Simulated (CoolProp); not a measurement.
The numbers come from the reference Helmholtz-energy equation of state, Lemmon 2006 in CoolProp. It is a short technical equation, of lower accuracy than the large ones.

Q: For toluene, give the phase and the Prandtl number at 159.75 °C and 10.5 bar; 176.45 °C and 0.112 bar.

A: 
- 159.75 °C and 10.5 bar: liquid; Prandtl number 4.09
- 176.45 °C and 0.112 bar: gas; Prandtl number 0.718

Viscosity comes from a separate model (Avgeri 2015). Thermal conductivity comes from a separate model (Assael 2012).
